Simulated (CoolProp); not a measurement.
Vapour-liquid equilibrium of ammonia (1) + benzene (2) at 317.8 K; x and y are mole fractions of (1).

Values from CoolProp's multi-fluid Helmholtz-energy mixture model, Gao 2020 and Thol 2012; pair parameters Bell 2016.

```
x     bubble pressure (MPa)  y at the bubble point  dew pressure at overall composition x (MPa)  liquid density (mol/L)
----  ---------------------  ---------------------  -------------------------------------------  ----------------------
0.05                 0.2279                  0.870                                      0.03098                   11.33
0.15                 0.5877                  0.949                                      0.03466                   12.25
0.25                 0.8669                  0.966                                      0.03933                   13.31
0.35                  1.059                  0.972                                      0.04543                   14.53
0.45                  1.183                  0.976                                      0.05373                   15.96
0.55                  1.267                  0.978                                      0.06572                   17.67
0.65                  1.338                  0.980                                      0.08455                   19.77
0.75                  1.419                  0.983                                       0.1185                   22.41
0.85                  1.526                  0.988                                       0.1979                   25.85
0.95                  1.674                  0.995                                       0.5989                   30.54
```

No azeotrope shows between x = 0.05 and 0.95.

The pair parameters rest on a limited set of measurements; away from them the model extrapolates. With so large a gap from Raoult's law the liquid may split in two, which this calculation doesn't test in full.
